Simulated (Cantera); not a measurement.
**Counterflow diffusion flame**

A counterflow diffusion flame at 1.01 bar, nozzles 20 mm apart: fuel side CH3OH : N2 = 1 : 0.3 (molar parts) at 600 K, oxidiser side O2 : N2 = 0.2 : 0.8 (molar parts) at 325 K, fuel mass flux 0.67 times the oxidiser's; mixture-averaged transport, no radiation.

Cantera simulation using GRI-Mech 3.0 (53 species, 325 reactions); the numbers are that mechanism's predictions, not measurements. GRI-Mech 3.0 was tuned for natural gas; its chemistry of methanol as a main component is partial and can be far from experiment. GRI-Mech 3.0 has no aromatics or soot, which form on the fuel side of real flames. The maximum strain rate includes the flame's own expansion and is several times the mean.

```tsv
oxidiser flux (kg/m²/s)	max strain (1/s)	mean strain (1/s)	T max (K)	peak x OH	peak x H	peak x NO	peak x CO	peak x C2H2
0.25	127	24.8	2005	0.00751	0.00542	4.97e-5	0.154	8.26e-5
0.38	183	37.7	1968	0.00766	0.00618	4.09e-5	0.151	0.000109
0.58	268	57.6	1926	0.00771	0.00699	3.43e-5	0.149	0.000142
0.87	388	86.4	1881	0.00763	0.00774	2.94e-5	0.146	0.000178
1.3	563	129	1839	0.00752	0.00848	2.55e-5	0.143	0.000215
2	843	199	1794	0.00730	0.00921	2.16e-5	0.140	0.000249
3	1240	298	1748	0.00690	0.00972	1.77e-5	0.137	0.000263
4.5	1810	447	1700	0.00631	0.00995	1.36e-5	0.134	0.000245
```
x: mole fraction; the columns are a selection and need not sum to one.
